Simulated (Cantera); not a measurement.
Feed: 1 mol SiO2, 12 mol CO, held at 110 Pa.

Method: chemical equilibrium by Gibbs-energy minimisation in Cantera with the NASA 1993 tables (ideal gas, pure condensed phases). Candidate condensed phases: C, Si, SiC, SiO2; 20 gas species. The tables hold silica as quartz up to 1696 K and as liquid above; real silica turns to tridymite and cristobalite and melts near 1996 K. The numbers say what is thermodynamically allowed, not how fast it happens. All values below are at 1673 K.

Base state: CO 0.987, SiO 0.00638, CO2 0.00638 (mole fractions); condensed: SiO2(β-quartz).

Task: What changes in the equilibrium state with this change: 0.068 mol CO2 added?

Result: 
```csv
species,before,after
CO,0.987,0.986
CO2,0.00638,0.00977
SiO,0.00638,0.00416
"SiO2(β-quartz), mol",0.923,0.950
```
